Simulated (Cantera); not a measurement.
## Equilibrium for silicon epitaxy and polysilicon growth: SiH₄ + Cl₂ + N₂

Charge: 1 mol SiH₄, 0.33 mol Cl₂, 21 mol N₂, held at 1523 K and 0.0380 bar.

Equilibrium computed with Cantera from the NASA thermochemical tables; the gas is ideal and each condensed phase is pure. Candidate condensed phases: NH₄Cl, Si, Si₃N₄; 28 gas species. The tables' values for SiCl₃ are old estimates; treat these amounts as uncertain. Equilibrium is a limit: real reactors are often held back by kinetics, nucleation or transport.

```yaml
x(N₂): 0.897
x(H₂): 0.0743
x(HCl): 0.0279
x(SiCl₂): 0.000573
x(H): 3.23e-5
x(SiCl₃): 2.46e-5
x(Cl): 9.73e-6
x(SiCl₄): 3.15e-6
n(Si₃N₄(s)): 0.329 mol
gas_amount: 22.67 mol
log10 activity of Si(s) (absent): -1.78
```
